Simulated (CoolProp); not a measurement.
A simple Rankine cycle with R1224YDZ: condensing at 299.15 K, boiler at 0.598 MPa, turbine inlet 346.9 K, turbine efficiency 0.8, pump efficiency 0.7, no recuperator. Each further row changes one setting.

Model: reference Helmholtz-energy equation of state, Akasaka 2023, in CoolProp.

| case | thermal efficiency (%) | net work (kJ/kg) | heat in (kJ/kg) | turbine exit temperature (K) | volume ratio over the turbine |
|---|---|---|---|---|---|
| as stated | 9.1 | 17.7 | 195 | 315.3 | 3.99 |
| turbine inlet 366.9 K | 9.0 | 19.2 | 214 | 336.4 | 3.92 |
| condensing temperature 291.15 K | 10.5 | 21.4 | ? | 309.5 | 5.29 |
| boiler pressure 0.419 MPa | 6.9 | ? | 199 | 324.8 | ? |
| turbine efficiency 0.7 | ? | 15.4 | 195 | ? | 4.03 |

Q: Some entries are withheld; supply them.

A: 
- condensing temperature 291.15 K, heat in (kJ/kg): 204
- boiler pressure 0.419 MPa, net work (kJ/kg): 13.7
- boiler pressure 0.419 MPa, volume ratio over the turbine: 2.73
- turbine efficiency 0.7, thermal efficiency (%): 7.9
- turbine efficiency 0.7, turbine exit temperature (K): 318.0
